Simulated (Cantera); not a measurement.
Cantera run:

```python
import numpy as np
import cantera as ct

gas_names = """
    AL ALCL ALCL2 ALCL3 ALH ALN ALO ALOCL ALOH ALO2 ALO2H AL2 AL2CL6 AL2O AL2O2 CL CLO CL2 H HALO HCL
    HNO HNO2 HNO3 HOCL HO2 H2 H2O H2O2 N NH NH2 NH3 NH2OH NO NO2 NO3 N2 N2H2 N2H4 N2O O OH O2 O3
""".split()
cond_names = """
    AL(cr) AL(L) ALCL3(s) ALCL3(L) ALN(s) AL2O3(a) AL2O3(L) H2O(s) H2O(L) NH4CL(a) NH4CL(b)
""".split()


def load(file, names, dense=False):
    # The tables refer to 1 bar. Condensed volumes are neglected.
    table = {s.name: s for s in ct.Species.list_from_file(file)}
    out = []
    for n in names:
        d = dict(table[n].input_data)
        d["thermo"] = dict(d["thermo"], **{"reference-pressure": 1e5})
        if dense:
            d["equation-of-state"] = {"model": "constant-volume", "density": "1e6 g/cm^3"}
        out.append(ct.Species.from_dict(d))
    return out


gas = ct.Solution(thermo="ideal-gas", species=load("nasa_gas.yaml", gas_names))
cond = {s.name: ct.Solution(thermo="fixed-stoichiometry", species=[s], name=s.name)
        for s in load("nasa_condensed.yaml", cond_names, dense=True)}
atoms = {
    'AlCl3': {'AL': 1, 'CL': 3},
    'H2O': {'H': 2, 'O': 1},
    'N2': {'N': 2},
    'N2O': {'N': 2, 'O': 1},
}
top_T = {'ALN(s)': 2750}  # K; cautious upper limits of use, not melting points


def equilibrate(T, P, feed):
    n = {}
    for name, mol in feed.items():
        for a, k in atoms[name].items():
            n[a] = n.get(a, 0.0) + k * mol
    gas.TPX = T, P, n
    mass = sum(n.values()) * gas.mean_molecular_weight
    gas.equilibrate("TP")
    valid = [c for c in cond.values() if c.min_temp <= T <= top_T.get(c.name, c.max_temp)]
    mix = ct.Mixture([(gas, mass / gas.mean_molecular_weight)] + [(c, 0.0) for c in valid])
    mix.T, mix.P = T, P
    mix.equilibrate("TP", solver="vcs", rtol=1e-11, max_steps=5000)
    return mix


results = []
feed = {'AlCl3': 1, 'H2O': 1.7, 'N2': 290, 'N2O': 20}  # mol
T = 2150  # K
for P in [10, 63, 400, 2500, 16000, 100000]:
    mix = equilibrate(T, P, feed)
    results.append((T, P, feed, dict(zip(mix.species_names, mix.species_moles))))
    x = sorted(zip(gas.X, gas.species_names), reverse=True)
    print(f"T = {T:g} K  P = {P:g} Pa  gas = {mix.phase_moles(0):.4g} mol")
    print("   x: " + "  ".join(f"{s} {v:.3e}" for v, s in x if v > 0.001))
    print("   condensed (mol): " + ("  ".join(f"{mix.phase(i).name} {mix.phase_moles(i):.4g}"
          for i in range(1, mix.n_phases) if mix.phase_moles(i) > 1e-12) or "none"))
```

It prints:

```
T = 2150 K  P = 10 Pa  gas = 329.9 mol
   x: N2 9.380e-01  O 2.455e-02  O2 1.579e-02  CL 8.586e-03  H 7.050e-03  NO 3.363e-03  OH 1.381e-03
   condensed (mol): AL2O3(a) 0.4857
T = 2150 K  P = 63 Pa  gas = 326.7 mol
   x: N2 9.468e-01  O2 2.148e-02  O 1.141e-02  CL 7.920e-03  NO 3.941e-03  H 3.244e-03  OH 1.860e-03  H2O 1.655e-03  HCL 1.244e-03
   condensed (mol): AL2O3(a) 0.4959
T = 2150 K  P = 400 Pa  gas = 325 mol
   x: N2 9.518e-01  O2 2.446e-02  CL 7.061e-03  O 4.832e-03  NO 4.216e-03  H2O 2.662e-03  HCL 2.161e-03  OH 1.535e-03
   condensed (mol): AL2O3(a) 0.4982
T = 2150 K  P = 2500 Pa  gas = 324.2 mol
   x: N2 9.541e-01  O2 2.599e-02  CL 6.156e-03  NO 4.351e-03  HCL 3.090e-03  H2O 2.953e-03  O 1.992e-03  OH 1.038e-03
   condensed (mol): AL2O3(a) 0.4991
T = 2150 K  P = 16000 Pa  gas = 323.8 mol
   x: N2 9.551e-01  O2 2.683e-02  CL 5.208e-03  NO 4.424e-03  HCL 4.044e-03  H2O 2.838e-03
   condensed (mol): AL2O3(a) 0.4996
T = 2150 K  P = 100000 Pa  gas = 323.6 mol
   x: N2 9.556e-01  O2 2.733e-02  HCL 4.960e-03  NO 4.466e-03  CL 4.275e-03  H2O 2.558e-03
   condensed (mol): AL2O3(a) 0.4998
```

Equilibrium computed with Cantera from the NASA thermochemical tables; the gas is ideal and each condensed phase is pure.
